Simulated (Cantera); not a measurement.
Input: 1 mol C₆H₆, 0.016 mol O₂, 0.67 mol N₂, equilibrated at 2150 °C and 0.750 Torr.

Method: chemical equilibrium by Gibbs-energy minimisation in Cantera with the NASA 1993 tables (ideal gas, pure condensed phases). Candidate condensed phases: C, C₆H₆, C₇H₈, C₈H₁₈, H₂O; 136 gas species. Rates play no part.

Base state: H₂ 0.455, H 0.379, N₂ 0.138, HCN 0.0146, CO 0.00700, C₂H₂ (acetylene) 0.00353, HNC 0.00156, CN 0.000627 (mole fractions); condensed: C(graphite).

Q: What changes in the equilibrium state with this change: temperature from 2150 °C to 2375 °C?

A: 
```json
[
 {"species": "H", "before": "0.379", "after": "0.655"},
 {"species": "H₂", "before": "0.455", "after": "0.198"},
 {"species": "N₂", "before": "0.138", "after": "0.110"},
 {"species": "HCN", "before": "0.0146", "after": "0.0148"},
 {"species": "C₅", "before": "3.05e-7", "after": "2.38e-5"},
 {"species": "C₂", "before": "1.31e-5", "after": "0.000413"},
 {"species": "C₃", "before": "0.000145", "after": "0.00435"},
 {"species": "C", "before": "5.59e-5", "after": "0.00114"},
 {"species": "C(graphite), mol", "before": "5.85", "after": "5.71"}
]
```
